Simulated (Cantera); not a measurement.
A perfectly stirred reactor is fed with NO : N2 = 1 : 16 (molar parts), at 760 Torr; it is held at 2050 K, and followed from long to short residence time.

Model: GRI-Mech 3.0 (53 species, 325 reactions), integrated in Cantera.

**Question.** What does this change do: temperature 2050 to 2198 K?

**Answer.** 
| quantity | before | after |
|---|---|---|
| x(NO) at τ = 28.0 s | 0.00648 | 0.00553 |
| x(N2O) at τ = 28.0 s | 2.29e-7 | 3.11e-7 |
| x(O) at τ = 28.0 s | 0.000157 | 0.000434 |
| x(O2) at τ = 28.0 s | 0.0261 | 0.0264 |
| x(N2) at τ = 28.0 s | 0.967 | 0.968 |
| x(NO) at τ = 0.170 s | 0.0552 | 0.0432 |
| x(N2O) at τ = 0.170 s | 1.57e-6 | 1.15e-6 |
| x(O) at τ = 0.170 s | 5.22e-5 | 0.000249 |
| x(O2) at τ = 0.170 s | 0.00177 | 0.00767 |
| x(N2) at τ = 0.170 s | 0.943 | 0.949 |
